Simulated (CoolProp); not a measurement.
Computed with CoolProp (reference Helmholtz-energy equation of state, Smukala 2000).

Question: Give the vapour pressure (kPa), vapour density (kg/m³), surface tension (mN/m) of saturated ethylene at 161, 216.7 K.

Answer: 
```tsv
T (K)	p (kPa)	vapour density (kg/m³)	surface tension (mN/m)
161	60.1	1.29	17.8
216.7	855	15.6	8.65
```

Surface tension comes from a separate correlation (Mulero 2012).
